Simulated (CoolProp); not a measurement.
Vapour pressure (kPa) of carbon monoxide: the reference equation beside estimates from Tc = -140.3 °C, pc = 3498 kPa, ω = 0.050. Clausius-Clapeyron is anchored at -165.05 °C with a constant enthalpy of vaporisation of 4.650 kJ/mol.

Model: reference Helmholtz-energy equation of state, Lemmon 2006, in CoolProp. It is a short technical equation, of lower accuracy than the large ones.

```
T (°C)   reference  Clausius-Clapeyron  van der Waals  Soave-Redlich-Kwong
-------  ---------  ------------------  -------------  -------------------
-170.75      647.4               710.4           1126                651.6
-168.85      738.4               784.7           1228                744.0
-166.95      838.3               863.8           1336                845.4
-165.05      947.5               947.5           1449                956.4
-163.05       1073                1041              …                 1084
-161.15       1203                1135           1701                 1216
-159.25       1344                1233           1833                 1359
-157.25       1505                1342           1978                 1522
-155.35       1670                1451           2123                 1690
-153.45       1847                1564           2274                 1869
-151.55       2038                1683           2431                 2062
-149.55       2255                1813           2603                 2280
-147.65       2475                1941           2774                    …
-145.75          …                2075           2951                 2736
-143.85          …                2213           3135                 2987
```

### Question
Complete the blanks.

### Answer

- -163.05, van der Waals: 1575
- -147.65, Soave-Redlich-Kwong: 2501
- -145.75, reference: 2712
- -143.85, reference: 2966

Absolute difference from the reference over all 15 rows, mean and median: Clausius-Clapeyron 12.2 and 10.8 %, van der Waals 34.7 and 31.4 %, Soave-Redlich-Kwong 1.0 and 1.1 %.
